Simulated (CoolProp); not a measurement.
Values from CoolProp's reference Helmholtz-energy equation of state, de Reuck 1990.

Problem. For fluorine, give the phase and the density (kg/m³), isothermal compressibility (1/MPa), expansivity (1/kK), fugacity coefficient at 92.2 K and 4070 kPa; 179.2 K and 4070 kPa.

Solution. 
- 92.2 K and 4070 kPa: liquid; density 1460, isothermal compressibility 0.00212, expansivity 4.89, fugacity coefficient 0.0569
- 179.2 K and 4070 kPa: gas; density 121, isothermal compressibility 0.288, expansivity 9.00, fugacity coefficient 0.874
